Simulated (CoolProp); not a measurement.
Properties of cyclopentane along the isotherm 519.6 K.

Model: reference Helmholtz-energy equation of state, Gedanitz 2015, in CoolProp.

```csv
p (kPa),phase,Z,cp (kJ/(kg K)),cv (kJ/(kg K)),isothermal compressibility (1/MPa),conductivity (mW/(m K))
764,gas,0.9419,2.287,2.132,1.393,…
1530,gas,0.8788,2.358,2.148,0.7517,42.7
2290,gas,0.8096,2.464,2.167,0.5561,45.2
3060,gas,0.7292,2.649,2.191,0.4827,48.3
3820,gas,0.6321,3.050,2.222,0.4931,52.4
4580,gas,0.4919,…,2.271,0.7210,60.7
5350,supercritical,0.2495,8.092,2.308,0.4732,71.3
6110,supercritical,0.2434,…,2.277,0.1052,68.5
6870,supercritical,0.2581,3.709,2.263,0.05810,69.4
```

Problem. What belongs in the gaps?

Solution. 
- 764, conductivity (mW/(m K)): 40.3
- 4580, cp (kJ/(kg K)): 4.694
- 6110, cp (kJ/(kg K)): 4.337

The peak of cp marks the crossing from liquid-like to gas-like fluid above the critical point.

Thermal conductivity comes from a separate model (Vassiliou 2015).
